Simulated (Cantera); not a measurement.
Charge: 1 mol SiH4, 3.5 mol O2, equilibrated at 10.0 mbar.

Method: chemical equilibrium by Gibbs-energy minimisation in Cantera with the NASA 1993 tables (ideal gas, pure condensed phases). Candidate condensed phases: H2O, Si, SiO2; 18 gas species. The tables hold silica as quartz up to 1696 K and as liquid above; real silica turns to tridymite and cristobalite and melts near 1996 K. Rates play no part.

x: gas mole fraction; n: condensed amount in mol.

```json
[
 {"T (K)": "1600", "x H2O": "0.570", "x O2": "0.428", "x OH": "0.00160", "x O": "9.49e-5", "x H2": "5.78e-5", "x H": "4.13e-6", "x HO2": "___", "n SiO2(β-quartz)": "1.00", "n SiO2(condensed)": "0"},
 {"T (K)": "1625", "x H2O": "0.570", "x O2": "0.428", "x OH": "0.00193", "x O": "0.000127", "x H2": "7.72e-5", "x H": "6.20e-6", "x HO2": "___", "n SiO2(β-quartz)": "1.00", "n SiO2(condensed)": "0"},
 {"T (K)": "1650", "x H2O": "0.570", "x O2": "0.428", "x OH": "0.00231", "x O": "0.000169", "x H2": "0.000102", "x H": "9.19e-6", "x HO2": "___", "n SiO2(β-quartz)": "1.00", "n SiO2(condensed)": "0"},
 {"T (K)": "1675", "x H2O": "0.569", "x O2": "0.427", "x OH": "0.00276", "x O": "0.000223", "x H2": "0.000134", "x H": "1.35e-5", "x HO2": "___", "n SiO2(β-quartz)": "1.00", "n SiO2(condensed)": "0"},
 {"T (K)": "1700", "x H2O": "0.569", "x O2": "0.427", "x OH": "0.00328", "x O": "0.000292", "x H2": "0.000175", "x H": "1.95e-5", "x HO2": "___", "n SiO2(β-quartz)": "0", "n SiO2(condensed)": "1.00"},
 {"T (K)": "1725", "x H2O": "0.569", "x O2": "0.427", "x OH": "0.00387", "x O": "0.000379", "x H2": "0.000226", "x H": "2.79e-5", "x HO2": "___", "n SiO2(β-quartz)": "0", "n SiO2(condensed)": "1.00"},
 {"T (K)": "1750", "x H2O": "0.568", "x O2": "0.427", "x OH": "0.00455", "x O": "0.000489", "x H2": "0.000290", "x H": "3.96e-5", "x HO2": "___", "n SiO2(β-quartz)": "0", "n SiO2(condensed)": "1.000"},
 {"T (K)": "1775", "x H2O": "0.567", "x O2": "0.426", "x OH": "0.00532", "x O": "0.000625", "x H2": "0.000370", "x H": "5.56e-5", "x HO2": "___", "n SiO2(β-quartz)": "0", "n SiO2(condensed)": "1.000"},
 {"T (K)": "1800", "x H2O": "0.567", "x O2": "0.426", "x OH": "0.00619", "x O": "0.000794", "x H2": "0.000468", "x H": "7.74e-5", "x HO2": "___", "n SiO2(β-quartz)": "0", "n SiO2(condensed)": "1.000"},
 {"T (K)": "1825", "x H2O": "0.566", "x O2": "0.425", "x OH": "0.00718", "x O": "0.00100", "x H2": "0.000588", "x H": "0.000107", "x HO2": "___", "n SiO2(β-quartz)": "0", "n SiO2(condensed)": "1.000"},
 {"T (K)": "1850", "x H2O": "0.565", "x O2": "0.425", "x OH": "0.00829", "x O": "0.00126", "x H2": "0.000734", "x H": "0.000146", "x HO2": "___", "n SiO2(β-quartz)": "0", "n SiO2(condensed)": "1.000"}
]
```

Task: Complete the blanks.

Result: 
- 1600, x HO2: 4.90e-7
- 1625, x HO2: 5.71e-7
- 1650, x HO2: 6.63e-7
- 1675, x HO2: 7.67e-7
- 1700, x HO2: 8.82e-7
- 1725, x HO2: 1.01e-6
- 1750, x HO2: 1.15e-6
- 1775, x HO2: 1.31e-6
- 1800, x HO2: 1.49e-6
- 1825, x HO2: 1.68e-6
- 1850, x HO2: 1.89e-6
